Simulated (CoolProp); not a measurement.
Saturation properties of R236FA (Tc = 124.9 °C, pc = 3.191 MPa, ω = 0.377).

The numbers come from the reference Helmholtz-energy equation of state, Pan 2012 in CoolProp.

```csv
T (°C),p (MPa),enthalpy of vaporisation (kJ/kg),liquid conductivity (mW/(m K))
-24.25,0.03531,170.5,88.1
-19.85,0.04408,168.4,86.7
-15.35,0.05479,166.2,85.3
-10.95,0.06717,164.1,83.9
-6.55,0.08168,161.9,82.5
-2.05,0.09898,159.7,81.1
2.35,0.1186,157.4,79.8
6.75,0.1411,155.2,78.5
11.25,0.1674,152.8,77.1
15.65,0.1967,150.5,75.8
20.05,0.2298,148.1,74.5
24.55,0.2679,145.6,73.2
```

It boils at -1.5 °C under 1 atm.

Thermal conductivity comes from a separate model (Huber 2003), an estimate that may be off by 10 % or more.
